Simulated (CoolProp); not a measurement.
Vapour pressure (bar) of ethylbenzene: the reference equation beside estimates from Tc = 617.1 K, pc = 36.22 bar, ω = 0.304. Clausius-Clapeyron is anchored at 481.9 K with a constant enthalpy of vaporisation of 30.20 kJ/mol.

The numbers come from the reference Helmholtz-energy equation of state, Zhou 2012 in CoolProp.

| T (K) | reference | Lee-Kesler | Clausius-Clapeyron | van der Waals | Redlich-Kwong | Soave-Redlich-Kwong | Peng-Robinson |
|---|---|---|---|---|---|---|---|
| 387.6 | 0.5440 | 0.5361 | 0.8139 | 4.077 | 1.180 | 0.5387 | 0.5466 |
| 411.1 | 1.063 | 1.058 | 1.391 | 5.612 | 2.055 | 1.059 | 1.063 |
| 434.7 | 1.913 | 1.919 | 2.247 | 7.497 | 3.339 | 1.917 | 1.911 |
| 458.3 | 3.212 | 3.239 | 3.455 | 9.753 | 5.118 | 3.239 | 3.211 |
| 481.9 | 5.094 | 5.151 | 5.094 | 12.41 | 7.482 | 5.165 | 5.104 |
| 505.4 | 7.693 | 7.787 | 7.232 | 15.46 | 10.50 | 7.839 | 7.734 |
| 529 | 11.19 | 11.33 | 9.966 | 18.97 | 14.28 | 11.45 | 11.30 |
| 552.6 | 15.78 | 15.95 | 13.36 | 22.93 | 18.88 | 16.16 | 15.97 |
| 576.1 | 21.65 | 21.85 | 17.47 | 27.35 | 24.35 | 22.14 | 21.95 |
| 599.7 | 29.19 | 29.39 | 22.39 | 32.27 | 30.81 | 29.63 | 29.50 |

Absolute difference from the reference over all 10 rows, mean and median: Lee-Kesler 0.9 and 1.0 %, Clausius-Clapeyron 18.0 and 16.4 %, van der Waals 196.9 and 122.3 %, Redlich-Kwong 49.3 and 41.7 %, Soave-Redlich-Kwong 1.4 and 1.5 %, Peng-Robinson 0.6 and 0.5 %.
